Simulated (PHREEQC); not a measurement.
PHREEQC input (ion-association model, wateq4f.dat):

```
SOLUTION 1
  temp 20
  units mmol/kgw
  pH 7 charge
  S(6) 2.65
  Cd 2.5
  Cl 4.5
  Na 4.5
SOLUTION 2
  temp 20
  units mmol/kgw
  pH 7 charge
  Cl 3
END
SELECTED_OUTPUT 1
  -reset false
  -pH true
  -pe true
  -ionic_strength true
  -water true
  -totals Cd Cl Na S S(-2) S(6)
  -molalities H+ Cd+2 Cl- Na+ SO4-2 NaSO4- HSO4- H2S HS- S-2
    O2 OH- CdCl+ CdCl2 CdCl3- CdOH+ Cd(OH)2 Cd(OH)3- Cd(OH)4-2 Cd2OH+3
    CdOHCl CdSO4 CdHS+ Cd(HS)2 Cd(HS)3- Cd(HS)4-2 Cd(SO4)2-2
  -equilibrium_phases Cd(OH)2 CdOHCl Halite Mirabilite
PRINT
  -reset false
MIX 1
  1 1
  2 0
EQUILIBRIUM_PHASES 1
  Cd(OH)2 0 0
  CdOHCl 0 0
  Halite 0 0
  Mirabilite 0 0
  O2(g) -0.68 10
END
# ... the last block is repeated for the other 20 points of share of solution B
```

Selected output (columns that matter, 21 of 21 rows; share of solution B added in front):

```
share of solution B	pH	mu	Cd	Cl	Na	S	m_H+	m_Cd+2	m_Cl-	m_Na+	m_SO4-2	m_HSO4-	m_OH-	m_CdCl+
0	3.6156	0.012304	0.0025	0.0045	0.0045	0.00265	0.00026712	0.0016652	0.0040822	0.0044699	0.0021545	3.2883e-05	3.1409e-11	0.00040692
0.05	3.4515	0.011861	0.002375	0.004425	0.004275	0.0025175	0.0003892	0.0015939	0.0040278	0.0042477	0.0020465	4.5803e-05	2.1488e-11	0.00038703
0.1	3.3314	0.011416	0.00225	0.00435	0.00405	0.002385	0.00051249	0.0015217	0.0039732	0.0040253	0.0019387	5.7511e-05	1.6265e-11	0.00036715
0.15	3.2363	0.01097	0.002125	0.004275	0.003825	0.0022525	0.00063703	0.0014485	0.0039187	0.0038028	0.0018309	6.7972e-05	1.3041e-11	0.00034729
0.2	3.1574	0.010522	0.002	0.0042	0.0036	0.00212	0.00076285	0.0013743	0.0038642	0.0035802	0.0017233	7.7148e-05	1.0853e-11	0.00032744
0.25	3.0898	0.010073	0.001875	0.004125	0.003375	0.0019875	0.00089	0.0012991	0.0038096	0.0033574	0.0016157	8.5e-05	9.2688e-12	0.00030759
0.3	3.0305	0.0096216	0.00175	0.00405	0.00315	0.001855	0.0010185	0.0012228	0.003755	0.0031346	0.0015083	9.1483e-05	8.0693e-12	0.00028774
0.35	2.9777	0.0091684	0.001625	0.003975	0.002925	0.0017225	0.0011484	0.0011454	0.0037005	0.0029116	0.0014009	9.6551e-05	7.1289e-12	0.00026788
0.4	2.9299	0.0087131	0.0015	0.0039	0.0027	0.00159	0.0012798	0.0010669	0.0036459	0.0026885	0.0012936	0.00010015	6.3715e-12	0.000248
0.45	2.8862	0.0082555	0.001375	0.003825	0.002475	0.0014575	0.0014128	0.00098703	0.0035914	0.0024652	0.0011863	0.00010223	5.7481e-12	0.00022809
0.5	2.8459	0.0077955	0.00125	0.00375	0.00225	0.001325	0.0015473	0.00090589	0.0035369	0.0022418	0.001079	0.00010273	5.2258e-12	0.00020813
0.55	2.8084	0.0073329	0.001125	0.003675	0.002025	0.0011925	0.0016834	0.00082337	0.0034824	0.0020183	0.00097175	0.00010157	4.7815e-12	0.00018812
0.6	2.7733	0.0068675	0.001	0.0036	0.0018	0.00106	0.0018213	0.00073939	0.003428	0.0017947	0.00086447	9.8695e-05	4.3987e-12	0.00016803
0.65	2.7403	0.0063989	0.000875	0.003525	0.001575	0.0009275	0.001961	0.00065384	0.0033737	0.0015709	0.00075714	9.4005e-05	4.0651e-12	0.00014783
0.7	2.709	0.005927	0.00075	0.00345	0.00135	0.000795	0.0021026	0.00056662	0.0033195	0.0013469	0.00064971	8.7408e-05	3.7714e-12	0.00012751
0.75	2.6792	0.0054513	0.000625	0.003375	0.001125	0.0006625	0.0022462	0.00047762	0.0032655	0.0011228	0.00054216	7.8795e-05	3.5107e-12	0.00010702
0.8	2.6508	0.0049715	0.0005	0.0033	0.0009	0.00053	0.002392	0.00038669	0.0032117	0.00089859	0.00043442	6.8038e-05	3.2773e-12	8.6325e-05
0.85	2.6235	0.0044871	0.000375	0.003225	0.000675	0.0003975	0.00254	0.00029368	0.0031582	0.0006742	0.00032642	5.4985e-05	3.0667e-12	6.5361e-05
0.9	2.5971	0.0039975	0.00025	0.00315	0.00045	0.000265	0.0026905	0.00019838	0.003105	0.00044964	0.00021809	3.9455e-05	2.8754e-12	4.4058e-05
0.95	2.5716	0.0035021	0.000125	0.003075	0.000225	0.0001325	0.0028438	0.00010059	0.0030522	0.00022491	0.00010933	2.1222e-05	2.7001e-12	2.2316e-05
1	2.5467	0.003	0	0.003	0	0	0.003	0	0.003	0	0	0	2.5384e-12	0
```
